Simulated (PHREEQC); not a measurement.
# Silver or lead bath: an equilibrium model

Make-up at 15 °C: 0.00065 mol Ag2SO4 and 0.0051 mol NaNO3 per kg of water. Closed to the air; pH follows from the charge balance.

The numbers come from PHREEQC with the ion-association model, wateq4f.dat.

Each row changes one thing in this solution. This is a speciation only: nothing precipitates in the calculation.

```json
[
 {"case": "as made", "pH": "7.13", "ionic strength (mol/kgw)": "0.00700", "SO4-2 (mol/kgw)": "0.000629", "NaSO4- (mol/kgw)": "1.07e-5", "AgSO4- (mol/kgw)": "1.03e-5", "HSO4- (mol/kgw)": "2.84e-9", "SI of Ag2O (Ag2O)": "-4.44", "SI of Mirabilite (Na2SO4:10H2O)": "-6.41"},
 {"case": "temperature from 15 to 40 °C", "pH": "___", "ionic strength (mol/kgw)": "0.00700", "SO4-2 (mol/kgw)": "0.000625", "NaSO4- (mol/kgw)": "1.22e-5", "AgSO4- (mol/kgw)": "1.24e-5", "HSO4- (mol/kgw)": "1.11e-8", "SI of Ag2O (Ag2O)": "-4.53", "SI of Mirabilite (Na2SO4:10H2O)": "___"},
 {"case": "temperature from 15 to 35 °C", "pH": "6.84", "ionic strength (mol/kgw)": "0.00700", "SO4-2 (mol/kgw)": "0.000626", "NaSO4- (mol/kgw)": "1.19e-5", "AgSO4- (mol/kgw)": "1.20e-5", "HSO4- (mol/kgw)": "8.45e-9", "SI of Ag2O (Ag2O)": "-4.51", "SI of Mirabilite (Na2SO4:10H2O)": "-7.36"},
 {"case": "Ag2SO4 from 0.00065 to 0.000975 mol/kgw", "pH": "___", "ionic strength (mol/kgw)": "0.00795", "SO4-2 (mol/kgw)": "0.000937", "NaSO4- (mol/kgw)": "1.56e-5", "AgSO4- (mol/kgw)": "2.25e-5", "HSO4- (mol/kgw)": "4.33e-9", "SI of Ag2O (Ag2O)": "___", "SI of Mirabilite (Na2SO4:10H2O)": "-6.26"},
 {"case": "NaNO3 replaced by NaHF2 at the same molality", "pH": "3.19", "ionic strength (mol/kgw)": "0.00765", "SO4-2 (mol/kgw)": "0.000607", "NaSO4- (mol/kgw)": "1.01e-5", "AgSO4- (mol/kgw)": "9.69e-6", "HSO4- (mol/kgw)": "2.35e-5", "SI of Ag2O (Ag2O)": "-12.32", "SI of Mirabilite (Na2SO4:10H2O)": "-6.44"}
]
```

Q: Some entries are withheld; supply them.

A: 
- temperature from 15 to 40 °C, pH: 6.77
- temperature from 15 to 40 °C, SI of Mirabilite (Na2SO4:10H2O): -7.58
- Ag2SO4 from 0.00065 to 0.000975 mol/kgw, pH: 7.12
- Ag2SO4 from 0.00065 to 0.000975 mol/kgw, SI of Ag2O (Ag2O): -4.13

Species that the database lacks are ignored. Away from 25 °C the constants follow the database's enthalpies or fits; those with neither stay at their 25 °C values.
